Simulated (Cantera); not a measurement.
Feed: 1 mol Si2Cl6, 41 mol N2, 11 mol H2, at 0.100 bar.

Method: chemical equilibrium by Gibbs-energy minimisation in Cantera with the NASA 1993 tables (ideal gas, pure condensed phases). Candidate condensed phases: NH4Cl, Si, Si3N4; 28 gas species. The feed counts by its element totals alone. N2 is the only nitrogen source here; it is nearly inert below about 1500 K, so the nitride shown seldom forms there in practice. Gases not in the tables: Si2H6 and higher silanes. Rates play no part.

### Question
Which condensed phases are stable at each of these points (T (K)): 750, 900, 1050, 1200, 1350, 1500, 1650, 1800, 1950?

### Answer
| T (K) | condensed phases | Si condensed (%) |
|---|---|---|
| 750 | Si3N4(s) | 92.2 |
| 900 | Si3N4(s) | 96.1 |
| 1050 | Si3N4(s) | 97.7 |
| 1200 | Si3N4(s) | 98.3 |
| 1350 | Si3N4(s) | 98.0 |
| 1500 | Si3N4(s) | 93.5 |
| 1650 | Si3N4(s) | 75.2 |
| 1800 | Si3N4(s) | 43.0 |
| 1950 | Si(l) | 12.9 |

From 750 K to 1800 K the condensed part is Si3N4(s). At 1950 K the condensed part is Si(l).
